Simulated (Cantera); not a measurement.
Input: 1 mol Si2H6, 2.7 mol HCl, 5.1 mol H2, at 1798 K and 11.0 mbar.

Equilibrium computed with Cantera from the NASA thermochemical tables; the gas is ideal and each condensed phase is pure. The feed counts by its element totals alone. The tables' values for SiCl3, SiCl are old estimates; treat these amounts as uncertain. Gases not in the tables: Si2H6 and higher silanes. Rates play no part.

```tsv
species	before	after
H2	0.809	0.807
HCl	0.126	0.126
SiCl2	0.0608	0.0607
H	0.00302	0.00456
Si	0.000280	0.000643
SiCl3	0.000454	0.000300
SiCl	0.000361	0.000546
Cl	0.000360	0.000545
SiH	3.03e-5	4.59e-5
SiH2	2.39e-5	2.38e-5
Si(l), mol	1.33	1.32
```
Gas species are given as mole fractions.

What was changed between the two runs?
(A) Si2H6 replaced by SiH2Cl2
(B) H2 from 5.1 to 680 mol
(C) pressure from 11.0 mbar to 4.80 mbar
(D) temperature from 1798 K to 1550 K

C, pressure from 11.0 mbar to 4.80 mbar. The tables' values for SiCl, SiCl3 are old estimates; treat these amounts as uncertain
